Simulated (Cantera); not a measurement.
What does this Cantera script print?

```python
import numpy as np
import cantera as ct

gas = ct.Solution("gri30.yaml")
gas.TPX = 1323, 890, {'N2O': 1, 'N2': 5.2}
reactor = ct.IdealGasConstPressureReactor(gas, energy="off", clone=False)
net = ct.ReactorNet([reactor])
net.rtol, net.atol = 1e-08, 1e-18
show = ['N2O', 'NO', 'O', 'N2', 'NO2']
times = np.geomspace(0.0002, 8, 14)

steps = ct.SolutionArray(gas, extra=["t"])
rows = []
print(f"{'t/s':>10s}{'T/K':>9s}{'P/Pa':>11s}" + "".join(f"{s:>11s}" for s in show))
for t in times:
    while net.time < t:
        t_next = net.step()
        steps.append(gas.state, t=t_next)
    rows.append([np.interp(t, steps.t, y) for y in (steps.T, steps.P, *steps(*show).X.T)])
    print(f"{t:10.3e}{rows[-1][0]:9.1f}{rows[-1][1]:11.4g}" + "".join(f"{x:11.3e}" for x in rows[-1][2:]))
rate = np.gradient(steps.T, steps.t)
print("integrator steps:", len(steps.t))
if steps.T.max() > steps.T[0] + 200:
    print(f"time of steepest temperature rise: {steps.t[rate.argmax()]:.4e} s")
gas.TPX = 1323, 890, {'N2O': 1, 'N2': 5.2}
gas.equilibrate("TP")
print(f"equilibrium (TP): T = {gas.T:.1f} K  " + "  ".join(f"{s} {gas[s].X[0]:.3e}" for s in show))
```

Result:

```
       t/s      T/K       P/Pa        N2O         NO          O         N2        NO2
 2.000e-04   1323.0        890  1.613e-01  8.116e-09  7.061e-07  8.387e-01  8.024e-18
 4.519e-04   1323.0        890  1.613e-01  4.049e-08  1.526e-06  8.387e-01  2.050e-16
 1.021e-03   1323.0        890  1.613e-01  1.931e-07  3.129e-06  8.387e-01  4.594e-15
 2.307e-03   1323.0        890  1.613e-01  8.557e-07  5.753e-06  8.387e-01  8.904e-14
 5.213e-03   1323.0        890  1.613e-01  3.314e-06  8.666e-06  8.387e-01  1.330e-12
 1.178e-02   1323.0        890  1.612e-01  1.050e-05  1.012e-05  8.387e-01  1.325e-11
 2.661e-02   1323.0        890  1.611e-01  2.773e-05  1.027e-05  8.388e-01  9.083e-11
 6.013e-02   1323.0        890  1.608e-01  6.672e-05  1.027e-05  8.389e-01  5.065e-10
 1.359e-01   1323.0        890  1.602e-01  1.546e-04  1.027e-05  8.392e-01  2.503e-09
 3.070e-01   1323.0        890  1.589e-01  3.517e-04  1.027e-05  8.398e-01  1.092e-08
 6.935e-01   1323.0        890  1.559e-01  7.907e-04  1.027e-05  8.412e-01  3.988e-08
 1.567e+00   1323.0        890  1.494e-01  1.750e-03  1.027e-05  8.442e-01  1.172e-07
 3.541e+00   1323.0        890  1.358e-01  3.764e-03  1.027e-05  8.505e-01  2.927e-07
 8.000e+00   1323.0        890  1.095e-01  7.626e-03  1.026e-05  8.627e-01  6.638e-07
integrator steps: 550
equilibrium (TP): T = 1323.0 K  N2O 1.994e-09  NO 2.975e-04  O 7.745e-07  N2 9.252e-01  NO2 1.648e-07
```

Cantera simulation using GRI-Mech 3.0 (53 species, 325 reactions); the numbers are that mechanism's predictions, not measurements. GRI-Mech 3.0 was tuned for natural gas; its chemistry of N2O as a main component is partial and can be far from experiment. Radical loss at walls, strong at low pressure, is not modelled. The mechanism lacks the step 2 NO + O2 → 2 NO2, which can matter for NO2 below about 1400 K. The temperature is held fixed by assumption; the heat of reaction is taken as removed at once.
